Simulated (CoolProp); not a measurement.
A Linde-Hampson liquefier for CF4 (R14): isothermal reversible compression at 250 K from 1 atm to 20 MPa, throttling to 1 atm, return gas leaving the recuperator 2 K below the feed. Each further row changes one setting.

The numbers come from the reference Helmholtz-energy equation of state, Platzer 1990 in CoolProp. This equation is an older, rougher fit; its heat capacities, sound speeds and derivatives of the liquid may be far off and weren't checked against measurements.

```json
[
 {"case": "as stated", "liquid yield per pass": "0.431", "compression work (kJ/kg of gas)": "100"},
 {"case": "high pressure 40 MPa", "liquid yield per pass": "0.424", "compression work (kJ/kg of gas)": "116"},
 {"case": "warm-end temperature 280 K", "liquid yield per pass": "0.327", "compression work (kJ/kg of gas)": "121"},
 {"case": "warm-end gap 7 K", "liquid yield per pass": "0.422", "compression work (kJ/kg of gas)": "100"}
]
```
